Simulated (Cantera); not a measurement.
Feed: 1 mol CO₂, 0.68 mol H₂, 0.73 mol O₂, held at 1075 K and 41.0 mbar.

These are equilibrium values from Cantera (NASA tables, ideal gas, pure condensed phases), not measurements of a reactor. Candidate condensed phases: C, C₆H₆, C₇H₈, C₈H₁₈, H₂O; 110 gas species. Equilibrium is a limit: real reactors are often held back by kinetics, nucleation or transport.

Base state: CO₂ 0.483, H₂O 0.329, O₂ 0.188 (mole fractions); condensed: gas only.

Q: What changes in the equilibrium state with this change: temperature from 1075 K to 1975 K?

A: 
```csv
species,before,after
CO₂,0.483,0.475
H₂O,0.329,0.322
O₂,0.188,0.188
OH,1.76e-6,0.00702
CO,3.58e-9,0.00578
O,2.81e-9,0.00118
H₂,2.62e-9,0.000873
```
